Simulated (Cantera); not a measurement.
A perfectly stirred reactor is fed with 1.28 % H2, 98.7 % O2, equivalence ratio 0.0065, at 2670 Pa; it is held at 1175 K, and followed from long to short residence time.

Computed with Cantera and the H2/O2 subset of GRI-Mech 3.0, which has no nitrogen chemistry. Radical loss at walls, strong at low pressure, is not modelled.

Predict: x(H2) at τ = 0.590 s; x(O2) at τ = 0.590 s; x(H) at τ = 0.590 s; x(O) at τ = 0.590 s; x(H2O2) at τ = 0.590 s; x(H2) at τ = 16.0 ms; x(O2) at τ = 16.0 ms; x(H) at τ = 16.0 ms; x(O) at τ = 16.0 ms; x(H2O2) at τ = 16.0 ms.


```json
{
 "x(H2) at τ = 0.590 s": "6.62e-5",
 "x(O2) at τ = 0.590 s": "0.986",
 "x(H) at τ = 0.590 s": "3.35e-5",
 "x(O) at τ = 0.590 s": "0.00128",
 "x(H2O2) at τ = 0.590 s": "3.93e-8",
 "x(H2) at τ = 16.0 ms": "0.000584",
 "x(O2) at τ = 16.0 ms": "0.980",
 "x(H) at τ = 16.0 ms": "0.000515",
 "x(O) at τ = 16.0 ms": "0.00631",
 "x(H2O2) at τ = 16.0 ms": "8.69e-8"
}
```
